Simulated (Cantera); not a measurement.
Gas-phase reforming

An isothermal, constant-pressure homogeneous reactor starts with CH4 : CO2 : H2 = 1 : 0.31 : 0.094 (molar parts), at 1825 K and 340000 Pa.

Computed with Cantera and GRI-Mech 3.0 (53 species, 325 reactions). GRI-Mech 3.0 stops at C3 and has no aromatics, soot or wall deposition, so with more carbon than oxygen in the feed, carbon stays in small species such as C2H2 where larger ones or solid carbon would form.

| t (s) | x CH4 | x CO2 | x H2 | x OH | x C2H2 | x O2 | x H2O |
|---|---|---|---|---|---|---|---|
| 1.00e-5 | 0.705 | 0.220 | 0.0703 | 9.11e-8 | 1.01e-5 | <1e-12 | 7.36e-5 |
| 3.88e-5 | 0.675 | 0.218 | 0.0898 | 1.80e-7 | 0.000851 | <1e-12 | 0.000547 |
| 0.000151 | 0.546 | 0.200 | 0.188 | 3.88e-7 | 0.0233 | 2.47e-12 | 0.00389 |
| 0.000585 | 0.327 | 0.151 | 0.362 | 8.29e-7 | 0.0999 | 1.07e-11 | 0.0213 |
| 0.00227 | 0.138 | 0.0682 | 0.469 | 1.86e-6 | 0.159 | 2.36e-11 | 0.0754 |
| 0.00881 | 0.0484 | 0.00978 | 0.510 | 2.49e-6 | 0.177 | 1.76e-11 | 0.107 |
| 0.0342 | 0.0332 | 0.00549 | 0.557 | 1.51e-6 | 0.155 | 6.35e-12 | 0.0671 |
| 0.133 | 0.0285 | 0.00166 | 0.603 | 3.79e-7 | 0.124 | <1e-12 | 0.0176 |
| 0.515 | 0.0268 | 2.89e-5 | 0.619 | 6.25e-9 | 0.113 | <1e-12 | 0.000294 |
| 2.00 | 0.0268 | 4.10e-7 | 0.620 | 9.00e-11 | 0.113 | <1e-12 | 4.22e-6 |
x: mole fraction; the columns are a selection and need not sum to one.

Equilibrium at this temperature and pressure: CH4 0.0268, CO2 4.12e-7, H2 0.620, OH 9.06e-11, C2H2 0.113, O2 <1e-12, H2O 4.25e-6 (gas phase only).
